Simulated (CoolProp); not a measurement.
Properties of oxygen at several states (Tc = -118.6 °C, pc = 5.046 MPa, ω = 0.022).

Computed with CoolProp (reference Helmholtz-energy equation of state, Schmidt 1985). Above 300 K oxygen's equation is extrapolated.

| T (°C) | p (MPa) | phase | cv (kJ/(kg K)) | isothermal compressibility (1/MPa) |
|---|---|---|---|---|
| 370.55 | 4.49 | gas | (withheld) | 0.2200 |
| 368.85 | 0.0537 | gas | 0.7554 | 18.62 |
| 273.05 | 0.0486 | gas | (withheld) | 20.57 |
| 86.45 | 23.9 | supercritical | (withheld) | 0.03837 |

Q: Some entries are withheld; supply them.

A: 
- 370.55, cv (kJ/(kg K)): 0.7577
- 273.05, cv (kJ/(kg K)): 0.7266
- 86.45, cv (kJ/(kg K)): 0.6996
